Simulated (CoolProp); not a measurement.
Vapour-liquid equilibrium of R125 (1) + cyclopropane (2) at 300.8 K; x and y are mole fractions of (1).

Values from CoolProp's multi-fluid Helmholtz-energy mixture model, Lemmon 2005 and Polt 1992; pair parameters Bell 2016. This equation is an older, rougher fit; its heat capacities, sound speeds and derivatives of the liquid may be far off and weren't checked against measurements.

```tsv
x	bubble pressure, mixture model (kPa)	bubble pressure, Raoult's law (kPa)	y, mixture model	y, Raoult's law
0.05	926.7	812.7	0.177	0.091
0.15	1139	882.6	0.363	0.251
0.25	1274	952.5	0.462	0.388
0.35	1364	1022	0.528	0.506
0.45	1429	1092	0.583	0.608
0.55	1477	1162	0.636	0.699
0.65	1511	1232	0.693	0.779
0.75	1529	1302	0.760	0.851
0.85	1527	1372	0.841	0.915
0.95	1501	1442	0.941	0.973
```

The largest gap from Raoult's law is +33.8 % in bubble pressure, at x = 0.25. y crosses x between x = 0.75 and 0.85: the model has an azeotrope there.

The pair parameters rest on a limited set of measurements; away from them the model extrapolates.
